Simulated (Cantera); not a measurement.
An adiabatic, constant-volume homogeneous reactor starts with 10.6 % CH3OH, 18.7 % O2, 70.6 % N2, equivalence ratio 0.85, at 1400 K and 4.90 bar.

Model: GRI-Mech 3.0 (53 species, 325 reactions), integrated in Cantera. GRI-Mech 3.0 was tuned for natural gas; its chemistry of methanol as a main component is partial and can be far from experiment.

### Question
Predict: time of steepest temperature rise; temperature at 0.700 s; equilibrium temperature; x(O2) at 0.700 s; x(H2O) at 0.700 s; x(HCN) at 0.700 s.

### Answer
```
Property                                                             Value
---------------------------------  ---------------------------------------
time of steepest temperature rise                                 0.154 ms
temperature at 0.700 s                                              2926 K
equilibrium temperature                                             2926 K
x(O2) at 0.700 s                     0.0313 (gas-phase equilibrium 0.0313)
x(H2O) at 0.700 s                      0.174 (gas-phase equilibrium 0.174)
x(HCN) at 0.700 s                  3.24e-9 (gas-phase equilibrium 3.24e-9)
```
